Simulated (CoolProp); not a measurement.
The fluid at 553.2 K and 11.7 MPa flows at 0.39 m/s in a round tube of 50 mm bore and 45 µm roughness, fully developed (64/Re and Nu = 3.66 if laminar; Colebrook and Gnielinski if turbulent). The same conditions are run with several fluids, on thermodynamics alone (safety and materials aside).

Computed with CoolProp (reference Helmholtz-energy equation of state of each fluid (dry air: Lemmon 2000; normal hydrogen: Leachman 2009; carbon dioxide: Span 1996; methanol: de Reuck 1993; propane: Lemmon 2009)). Blends and air are pseudo-pure fits.

```
fluid            Reynolds number  Darcy friction factor  pressure drop (Pa/m)  heat-transfer coefficient (W/(m² K))  mass flow (kg/h)
---------------  ---------------  ---------------------  --------------------  ------------------------------------  ----------------
dry air                    45300                 0.0241                     ?                                   101               194
normal hydrogen             7010                      ?                 0.263                                   132              13.6
carbon dioxide             81200                 0.0223                  3.96                                   163               321
methanol                  124000                 0.0214                  5.34                                  1030               452
propane                   128000                 0.0213                  4.42                                   451                 ?
```

Question: Some entries are withheld; supply them.

Answer: 
- dry air, pressure drop (Pa/m): 2.58
- normal hydrogen, Darcy friction factor: 0.0351
- propane, mass flow (kg/h): 375

Transport values come from each fluid's own correlations.
